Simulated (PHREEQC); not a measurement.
Dissolve 0.033 mol HF and 0.13 mol NH4F per kg of water at 25 °C. It is in equilibrium with CO2 at log p = -3.4 (atm). Otherwise closed; pH follows from the charge balance.

All values are PHREEQC results (ion-association model, phreeqc.dat), not measurements.

```tsv
quantity	before	after
pH	3.76	3.42
HF (mol/kgw)	0.0225	0.0265
HF2- (mol/kgw)	0.0103	0.00604
NH3 (mol/kgw)	2.98e-7	7.47e-8
```

Q: Name the change that produced these shifts.
(A) NH4F from 0.13 to 0.065 mol/kgw
(B) 0.22 mol/kgw HCl added
(C) HF from 0.033 to 0.33 mol/kgw
(D) HF left out
(E) NH4F from 0.13 to 0.013 mol/kgw

A: A, NH4F from 0.13 to 0.065 mol/kgw

Precipitation was switched off in this run.
